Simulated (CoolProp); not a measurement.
R113 along the isotherm 226.85 °C: Z from the reference equation and from simpler models built on Tc = 214.1 °C, pc = 3.392 MPa, ω = 0.253; each cubic takes its own stable root.

Values from CoolProp's reference Helmholtz-energy equation of state, Marx 1992.

```tsv
p (MPa)	phase	reference
0.363	gas	0.9662
0.727	gas	0.9307
1.09	gas	0.8934
1.45	gas	0.8540
1.82	gas	0.8104
2.18	gas	0.7642
2.54	gas	0.7131
2.91	gas	0.6530
3.27	gas	0.5828
3.63	supercritical	0.4904
4	supercritical	0.3410
4.36	supercritical	0.2679
4.72	supercritical	0.2627
5.09	supercritical	0.2685
```

Question: How far does each simpler model (van der Waals, Redlich-Kwong, Soave-Redlich-Kwong, Peng-Robinson) lie from the reference over these 14 states: mean and median of the absolute difference, and the worst?

Answer: 
- van der Waals: mean 8.1 %, median 2.4 %, worst +34.3 % at 226.85 °C and 5.09 MPa
- Redlich-Kwong: mean 3.9 %, median 0.5 %, worst +16.7 % at 226.85 °C and 4.72 MPa
- Soave-Redlich-Kwong: mean 5.6 %, median 0.5 %, worst +21.2 % at 226.85 °C and 4.36 MPa
- Peng-Robinson: mean 4.2 %, median 3.1 %, worst +11.8 % at 226.85 °C and 4.36 MPa
